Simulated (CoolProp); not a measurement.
A single-stage vapour-compression cycle with the fluid: evaporating at 233.15 K (dew point), condensing at 258.15 K (bubble point), superheat 5 K, subcooling 8 K, compressor efficiency 0.85, no pressure losses. The same conditions are run with several fluids, on thermodynamics alone (safety and materials aside).

Values from CoolProp's reference Helmholtz-energy equation of state of each fluid (propane: Lemmon 2009; R22: Kamei 1995; isobutene: Lemmon 2005; R13: Platzer 1990; R236FA: Pan 2012; n-perfluorobutane: Gao 2022). The equations of Platzer and Polt are older, rougher fits.

```tsv
fluid	cooling COP	pressure ratio	discharge temperature (K)	refrigerating effect (kJ/kg)	volumetric capacity (kJ/m³)
propane	…	2.62	276.2	391	1010
R22	7.46	2.81	289.2	217	1030
isobutene	7.64	3.26	275.7	392	253
R13	…	…	274.1	112	4080
R236FA	7.64	3.80	…	162	184
n-perfluorobutane	7.52	3.62	258.1	…	…
```

Q: Fill in the missing entries.

A: 
- propane, cooling COP: 7.56
- R13, cooling COP: 7.13
- R13, pressure ratio: 2.19
- R236FA, discharge temperature (K): 267.8
- n-perfluorobutane, refrigerating effect (kJ/kg): 95.2
- n-perfluorobutane, volumetric capacity (kJ/m³): 186

The compression ends wet for: n-perfluorobutane.
